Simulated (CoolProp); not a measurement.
Vapour-liquid equilibrium of n-pentane (1) + cyclohexane (2) at 106.85 °C; x and y are mole fractions of (1).

Computed with CoolProp (multi-fluid Helmholtz-energy mixture model, Thol 2019 and Zhou 2014; pair parameters Bell 2016).

### Question
Give the bubble pressure and the first vapour's composition at x = 0.5, 0.8, 0.95. Is there an azeotrope?

### Answer
x = 0.5: 4.527 bar, y = 0.739; x = 0.8: 5.922 bar, y = 0.911; x = 0.95: 6.647 bar, y = 0.979. No azeotrope shows between x = 0.05 and 0.95.

Pair parameters are fitted to limited data, so mixtures are less certain than the pure fluids.
